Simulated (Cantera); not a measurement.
A closed system holds: 1 mol C2H5OH, 0.023 mol NH3, equilibrated at 0.100 bar.

Method: chemical equilibrium by Gibbs-energy minimisation in Cantera with the NASA 1993 tables (ideal gas, pure condensed phases). Candidate condensed phases: C, C6H6, C7H8, C8H18, H2O; 136 gas species. The numbers say what is thermodynamically allowed, not how fast it happens.

At 2098 K, list the 6 most abundant gas species with their mole fractions, and the condensed phases.

H2 0.741, CO 0.246, H 0.00838, N2 0.00236, C2H2 (acetylene) 0.00106, HCN 0.000890. Condensed: C(graphite).
